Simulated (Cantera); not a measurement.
Charge: 1 mol Si3H8, 160 mol H2, held at 0.100 bar.

Cantera equilibrium calculation (NASA polynomials, part measured and part estimated; ideal gas, pure solids and liquids). Candidate condensed phases: Si; 9 gas species. The feed counts by its element totals alone. Gases not in the tables: Si2H6 and higher silanes. Equilibrium is a limit: real reactors are often held back by kinetics, nucleation or transport.

x: gas mole fraction; n: condensed amount in mol.

```json
[
 {"T (K)": "825", "x H2": "1.00", "x H": "2.51e-11", "x SiH2": "<1e-12", "x Si": "<1e-12", "x SiH": "<1e-12", "x SiH4": "2.27e-8", "x Si2": "<1e-12", "n Si(s)": "3.00", "n Si(l)": "0"},
 {"T (K)": "925", "x H2": "1.00", "x H": "8.23e-10", "x SiH2": "8.89e-12", "x Si": "<1e-12", "x SiH": "<1e-12", "x SiH4": "3.29e-8", "x Si2": "<1e-12", "n Si(s)": "3.00", "n Si(l)": "0"},
 {"T (K)": "1025", "x H2": "1.00", "x H": "1.38e-8", "x SiH2": "1.90e-10", "x Si": "<1e-12", "x SiH": "<1e-12", "x SiH4": "4.40e-8", "x Si2": "<1e-12", "n Si(s)": "3.00", "n Si(l)": "0"},
 {"T (K)": "1125", "x H2": "1.00", "x H": "1.41e-7", "x SiH2": "2.37e-9", "x Si": "<1e-12", "x SiH": "5.55e-12", "x SiH4": "5.58e-8", "x Si2": "<1e-12", "n Si(s)": "3.00", "n Si(l)": "0"},
 {"T (K)": "1225", "x H2": "1.000", "x H": "(withheld)", "x SiH2": "(withheld)", "x Si": "(withheld)", "x SiH": "(withheld)", "x SiH4": "(withheld)", "x Si2": "<1e-12", "n Si(s)": "3.00", "n Si(l)": "0"},
 {"T (K)": "1325", "x H2": "1.000", "x H": "(withheld)", "x SiH2": "(withheld)", "x Si": "(withheld)", "x SiH": "(withheld)", "x SiH4": "(withheld)", "x Si2": "<1e-12", "n Si(s)": "3.00", "n Si(l)": "0"},
 {"T (K)": "1425", "x H2": "1.000", "x H": "2.16e-5", "x SiH2": "5.42e-7", "x Si": "1.61e-8", "x SiH": "2.26e-8", "x SiH4": "9.31e-8", "x Si2": "1.17e-11", "n Si(s)": "3.00", "n Si(l)": "0"},
 {"T (K)": "1525", "x H2": "1.000", "x H": "7.48e-5", "x SiH2": "2.06e-6", "x Si": "1.89e-7", "x SiH": "1.73e-7", "x SiH4": "1.06e-7", "x Si2": "2.88e-10", "n Si(s)": "3.00", "n Si(l)": "0"},
 {"T (K)": "1625", "x H2": "1.000", "x H": "0.000223", "x SiH2": "6.61e-6", "x Si": "1.63e-6", "x SiH": "1.03e-6", "x SiH4": "1.18e-7", "x Si2": "4.73e-9", "n Si(s)": "3.00", "n Si(l)": "0"},
 {"T (K)": "1725", "x H2": "0.999", "x H": "0.000587", "x SiH2": "1.72e-5", "x Si": "1.02e-5", "x SiH": "4.59e-6", "x SiH4": "1.22e-7", "x Si2": "4.84e-8", "n Si(s)": "0", "n Si(l)": "2.99"}
]
```

**Question.** Some entries are withheld; supply them.

**Answer.** 
- 1325, x H: 5.17e-6
- 1325, x SiH2: 1.17e-7
- 1325, x Si: 9.43e-10
- 1325, x SiH: 2.16e-9
- 1325, x SiH4: 8.05e-8
- 1225, x H: 9.86e-7
- 1225, x SiH2: 1.95e-8
- 1225, x Si: 3.46e-11
- 1225, x SiH: 1.40e-10
- 1225, x SiH4: 6.80e-8
